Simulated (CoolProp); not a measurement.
The fluid at 770.74 K and 0.817 MPa flows at 16 m/s in a round tube of 1 mm bore and 0.25 µm roughness, fully developed (64/Re and Nu = 3.66 if laminar; Colebrook and Gnielinski if turbulent). The same conditions are run with several fluids, on thermodynamics alone (safety and materials aside).

Computed with CoolProp (reference Helmholtz-energy equation of state of each fluid (normal hydrogen: Leachman 2009; nitrogen: Span 2000; dry air: Lemmon 2000; oxygen: Schmidt 1985)). Blends and air are pseudo-pure fits.

```tsv
fluid	Reynolds number	Darcy friction factor	pressure drop (Pa/m)	heat-transfer coefficient (W/(m² K))	mass flow (kg/h)
normal hydrogen	238	0.269	8830	1370	0.0116
nitrogen	1630	0.0394	17900	[?]	[?]
dry air	1610	[?]	[?]	204	0.167
oxygen	1570	[?]	21200	[?]	0.184
```

Task: Some entries are withheld; supply them.

Result: 
- nitrogen, heat-transfer coefficient (W/(m² K)): 198
- nitrogen, mass flow (kg/h): 0.161
- dry air, Darcy friction factor: 0.0397
- dry air, pressure drop (Pa/m): 18700
- oxygen, Darcy friction factor: 0.0406
- oxygen, heat-transfer coefficient (W/(m² K)): 214

Above 300 K oxygen's equation is extrapolated.

Transport values come from each fluid's own correlations.
